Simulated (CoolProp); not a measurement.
Properties of C2F6 (R116) along the isobar 13.7 MPa.

The numbers come from the reference Helmholtz-energy equation of state, Lemmon 2006 in CoolProp. It is a short technical equation, of lower accuracy than the large ones.

| T (°C) | phase | density (kg/m³) | cp (kJ/(kg K)) | cv (kJ/(kg K)) | speed of sound (m/s) | conductivity (mW/(m K)) |
|---|---|---|---|---|---|---|
| -76.75 | liquid | 1655 | (withheld) | 0.6364 | 632.4 | 82.0 |
| -69.15 | liquid | 1627 | 0.9260 | (withheld) | 605.7 | 79.4 |
| -61.45 | liquid | 1598 | 0.9403 | 0.6560 | 579.1 | 76.8 |
| -53.85 | liquid | 1568 | 0.9548 | (withheld) | 553.5 | 74.4 |
| -46.25 | liquid | 1539 | 0.9697 | 0.6760 | (withheld) | 72.0 |
| -38.65 | liquid | 1508 | 0.9850 | 0.6860 | 503.8 | 69.6 |
| -31.05 | liquid | (withheld) | 1.001 | 0.6962 | (withheld) | 67.4 |
| -23.45 | liquid | 1445 | 1.017 | 0.7064 | 456.1 | 65.2 |
| -15.85 | liquid | 1413 | 1.033 | 0.7166 | 433.1 | 63.0 |
| -8.15 | liquid | 1379 | 1.050 | 0.7269 | 410.3 | 60.9 |
| -0.55 | liquid | 1344 | (withheld) | (withheld) | 388.5 | 58.8 |
| 7.05 | liquid | 1309 | 1.083 | 0.7474 | 367.4 | 56.8 |
| 14.65 | liquid | 1273 | 1.100 | 0.7576 | 347.1 | 54.9 |
| 22.25 | supercritical | 1236 | 1.117 | 0.7678 | 327.6 | 53.1 |
| 29.85 | supercritical | 1198 | 1.133 | 0.7779 | 309.1 | 51.3 |

### Question
Complete the blanks.

### Answer

- -76.75, cp (kJ/(kg K)): 0.9123
- -69.15, cv (kJ/(kg K)): 0.6461
- -53.85, cv (kJ/(kg K)): 0.6659
- -46.25, speed of sound (m/s): 528.4
- -31.05, density (kg/m³): 1477
- -31.05, speed of sound (m/s): 479.7
- -0.55, cp (kJ/(kg K)): 1.066
- -0.55, cv (kJ/(kg K)): 0.7372

Thermal conductivity comes from a separate model (Huber 2003), an estimate that may be off by 10 % or more.
